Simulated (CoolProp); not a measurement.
Vapour-liquid equilibrium of ethylene (1) + 1-butene (2) at -78.45 °C; x and y are mole fractions of (1).

The numbers come from the multi-fluid Helmholtz-energy mixture model, Smukala 2000 and Lemmon 2005; pair parameters Bell 2016 in CoolProp.

| x | bubble pressure (bar) | y at the bubble point | dew pressure at overall composition x (bar) | liquid density (mol/L) |
|---|---|---|---|---|
| 0.05 | 0.2055 | 0.919 | 0.01827 | 12.79 |
| 0.2 | 0.7591 | 0.981 | 0.02169 | 13.58 |
| 0.35 | 1.303 | 0.990 | 0.02667 | 14.44 |
| 0.5 | 1.841 | 0.994 | 0.03461 | 15.38 |
| 0.65 | 2.372 | 0.997 | 0.04930 | 16.39 |
| 0.8 | 2.902 | 0.998 | 0.08565 | 17.45 |
| 0.95 | 3.448 | 1.000 | 0.3257 | 18.53 |

No azeotrope shows between x = 0.05 and 0.95.

The pair parameters rest on a limited set of measurements; away from them the model extrapolates. The gap from Raoult's law changes sign with composition, which may be real or a fault of the pair parameters; it wasn't checked against measurements.
